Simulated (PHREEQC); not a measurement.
Consider water at 45 °C with 0.022 mol/kgw H2S and 0.00035 mol/kgw NaOH. Closed to the air; pH follows from the charge balance.

The numbers come from PHREEQC with the ion-association model, wateq4f.dat.

The pH is 4.94 and the ionic strength comes out as 0.000362 mol/kgw. The total alkalinity comes out as 0.350 meq/kg.

```
species  molality  activity   log γ
-------  --------  --------  ------
H2S        0.0216    0.0216   0.000
HS-      0.000362  0.000354  -0.010
Na+      0.000350  0.000342  -0.010
H+        1.17e-5   1.15e-5  -0.010
OH-       3.51e-9   3.43e-9  -0.010
```

Precipitation was switched off in this run. Constants without temperature data keep their 25 °C values here. The polysulfide entries of wateq4f.dat were taken out for this run.
